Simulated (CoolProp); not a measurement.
Sulfur hexafluoride along the isobar 4.69 MPa: fugacity coefficient from the reference equation and from simpler models built on Tc = 318.7 K, pc = 3.755 MPa, ω = 0.210; each cubic takes its own stable root.

The numbers come from the reference Helmholtz-energy equation of state, Guder 2009 in CoolProp.

```
T (K)          phase  reference  van der Waals  Redlich-Kwong  Soave-Redlich-Kwong  Peng-Robinson
-----  -------------  ---------  -------------  -------------  -------------------  -------------
307.3         liquid     0.4762         0.5436         0.4955               0.4847         0.4652
328.5  supercritical     0.6244              ?         0.6182               0.6257         0.6010
349.6  supercritical     0.7094         0.7054              ?               0.7094         0.6825
370.8  supercritical     0.7657              ?         0.7472               0.7668         0.7394
392    supercritical     0.8088         0.7855         0.7876               0.8115              ?
413.2  supercritical     0.8430         0.8140         0.8200               0.8472         0.8203
434.4  supercritical     0.8708         0.8378         0.8467               0.8764         0.8502
455.6  supercritical     0.8936         0.8578         0.8688               0.9004         0.8750
476.7  supercritical     0.9124         0.8749         0.8873               0.9203         0.8958
497.9  supercritical     0.9283         0.8896         0.9031               0.9370         0.9134
519.1  supercritical     0.9416         0.9024         0.9165               0.9510         0.9284
540.3  supercritical     0.9529         0.9135         0.9280               0.9628         0.9411
561.5  supercritical     0.9625         0.9232         0.9379               0.9728         0.9520
582.6  supercritical     0.9707         0.9318         0.9464               0.9812         0.9613
603.8  supercritical     0.9777         0.9394         0.9539               0.9884         0.9694
625    supercritical     0.9838         0.9461         0.9604               0.9945         0.9764
```

Problem. Fill in the missing entries.

Solution. 
- 328.5, van der Waals: 0.6374
- 349.6, Redlich-Kwong: 0.6952
- 370.8, van der Waals: 0.7505
- 392, Peng-Robinson: 0.7841
